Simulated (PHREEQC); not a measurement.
## Silver or lead bath

Dissolve 2.53 mmol/kgw AgNO3, 0.38 mmol/kgw NaNO3 and 2 mmol/kgw Zn(NO3)2 at 85 °C. Closed to the air; pH follows from the charge balance.

Model: ion-association model, wateq4f.dat, run in PHREEQC.

| Item | Value |
|---|---|
| pH | 5.09 |
| ionic strength | 0.00889 mol/kgw |

| species | molality | activity | log γ |
|---|---|---|---|
| NO3- | 0.00690 | 0.00616 | -0.050 |
| Ag+ | 0.00252 | 0.00226 | -0.048 |
| Zn+2 | 0.00199 | 0.00131 | -0.183 |
| Na+ | 0.000380 | 0.000340 | -0.048 |
| H+ | 8.85e-6 | 8.03e-6 | -0.042 |
| ZnOH+ | 8.81e-6 | 7.88e-6 | -0.048 |
| AgNO3 | 7.11e-6 | 7.13e-6 | 0.001 |
| OH- | 4.22e-8 | 3.77e-8 | -0.049 |

No solid was allowed to form. At this temperature some constants are extrapolated from 25 °C, and those without enthalpy data are left unchanged.
